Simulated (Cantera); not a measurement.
A Cantera script and what it prints.

```python
import numpy as np
import cantera as ct

gas_names = """
    CL CL2 H HCL H2 N NH NH2 NH3 N2 N2H2 N2H4 Si SiCL SiCL2 SiCL3 SiCL4 SiH SiHCL3 SiH2 SiH2CL2 SiH3
    SiH3CL SiH4 SiN Si2 Si2N Si3
""".split()
cond_names = """
    NH4CL(a) NH4CL(b) Si(cr) Si(L) Si3N4(a)
""".split()


# ... load() reads the species with a 1 bar reference pressure and builds the phases ...
atoms = {
    'SiH2Cl2': {'Si': 1, 'H': 2, 'CL': 2},
    'HCl': {'H': 1, 'CL': 1},
    'N2': {'N': 2},
}
top_T = {'Si3N4(a)': 2400}  # K; cautious upper limits of use, not melting points


# ... equilibrate(T, P, feed) seeds the gas with the atoms and calls Mixture.equilibrate('TP', solver="vcs", rtol=1e-11, max_steps=5000) ...
results = []
feed = {'SiH2Cl2': 1, 'HCl': 0.097, 'N2': 100}  # mol
P = 6100  # Pa
for T in [1200, 1250, 1300, 1350, 1400, 1450, 1500, 1550, 1600, 1650, 1700, 1750]:
    mix = equilibrate(T, P, feed)
    results.append((T, P, feed, dict(zip(mix.species_names, mix.species_moles))))

top = {s: max(r[3][s] / sum(r[3][g] for g in gas_names) for r in results) for s in gas_names}
cols = sorted((s for s in top if top[s] > 1e-06), key=lambda s: -top[s])[:5]
seen = [c for c in cond_names if any(r[3].get(c, 0) > 1e-12 for r in results)]
print("log10 of partial pressures in bar; condensed amounts in mol")
print(f"{'T/K':>10s}" + "".join(f"{s[:9]:>10s}" for s in cols + seen))
for T, P, feed, n in results:
    ng = sum(n[g] for g in gas_names)
    print(f"{T:10.4g}" + "".join(f"{np.log10(max(n[s] / ng * P / 1e5, 1e-99)):10.3f}" for s in cols)
          + "".join(f"{n.get(c, 0):10.4g}" for c in seen))
```

It prints:

```
log10 of partial pressures in bar; condensed amounts in mol
       T/K        N2       HCL        H2     SiCL2     SiCL4  Si3N4(a)
      1200    -1.223    -2.999    -3.888    -5.951    -4.209    0.2968
      1250    -1.223    -2.997    -3.897    -5.479    -4.239    0.2965
      1300    -1.223    -2.996    -3.899    -5.054    -4.284    0.2946
      1350    -1.223    -2.999    -3.889    -4.678    -4.360    0.2898
      1400    -1.223    -3.006    -3.863    -4.358    -4.486    0.2806
      1450    -1.224    -3.021    -3.814    -4.100    -4.683    0.2658
      1500    -1.224    -3.045    -3.747    -3.904    -4.953    0.2462
      1550    -1.224    -3.080    -3.671    -3.758    -5.279    0.2232
      1600    -1.224    -3.124    -3.597    -3.647    -5.636    0.1986
      1650    -1.224    -3.176    -3.531    -3.561    -6.006    0.1737
      1700    -1.224    -3.234    -3.475    -3.493    -6.380    0.1497
      1750    -1.224    -3.296    -3.428    -3.440    -6.751    0.1273
```

Cantera equilibrium calculation (NASA polynomials, part measured and part estimated; ideal gas, pure solids and liquids). N2 is the only nitrogen source here; it is nearly inert below about 1500 K, so the nitride shown seldom forms there in practice. The tables' values for SiCl3, SiCl are old estimates; treat these amounts as uncertain.
